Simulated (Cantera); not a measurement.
What does this Cantera script print?

```python
import numpy as np
import cantera as ct

gas_names = """
    H HNO HNO2 HNO3 HO2 H2 H2O H2O2 N NH NH2 NH3 NH2OH NO NO2 NO3 N2 N2H2 N2H4 N2O O OH O2 O3 Pb PbO Pb2
""".split()
cond_names = """
    H2O(s) H2O(L) Pb(cr) Pb(L) PbO(rd) PbO(yw) PbO(L) PbO2(s) Pb3O4(s)
""".split()


# ... load() reads the species with a 1 bar reference pressure and builds the phases ...
atoms = {
    'PbO': {'Pb': 1, 'O': 1},
    'H2': {'H': 2},
    'N2': {'N': 2},
}
top_T = {'Pb3O4(s)': 820}  # K; cautious upper limits of use, not melting points


# ... equilibrate(T, P, feed) seeds the gas with the atoms and calls Mixture.equilibrate('TP', solver="vcs", rtol=1e-11, max_steps=5000) ...
results = []
feed = {'PbO': 1, 'H2': 220, 'N2': 2.1}  # mol
T = 1198  # K
P = 100000  # Pa
mix = equilibrate(T, P, feed)
results.append((T, P, feed, dict(zip(mix.species_names, mix.species_moles))))
print(gas.report(threshold=1e-05))
for i in range(1, mix.n_phases):
    print(f"{mix.phase(i).name:16s} {mix.phase_moles(i):12.5e} mol")
```

It prints:

```
       temperature   1198 K
          pressure   1e+05 Pa
           density   0.024714 kg/m^3
  mean mol. weight   2.4617 kg/kmol
   phase of matter   gas

                          1 kg             1 kmol
                     ---------------   ---------------
          enthalpy        1.0491e+07        2.5826e+07  J
   internal energy        6.4447e+06        1.5865e+07  J
           entropy             70445        1.7341e+05  J/K
    Gibbs function       -7.3902e+07       -1.8193e+08  J
 heat capacity c_p             12656             31156  J/K
 heat capacity c_v            9278.9             22842  J/K

                      mass frac. Y      mole frac. X     chem. pot. / RT
                     ---------------   ---------------   ---------------
                H2           0.80701           0.98542           -17.988
               H2O           0.03293         0.0044997           -55.141
               NH3        0.00012687        1.8337e-05           -41.988
                N2           0.10743         0.0094403           -30.012
                Pb          0.052502        0.00062377           -10.475
     [  +22 minor]        3.9198e-06        2.1159e-07

Pb(L)             8.61367e-01 mol
PbO(L)            0.00000e+00 mol
PbO2(s)           0.00000e+00 mol
```

Method: chemical equilibrium by Gibbs-energy minimisation in Cantera with the NASA 1993 tables (ideal gas, pure condensed phases).
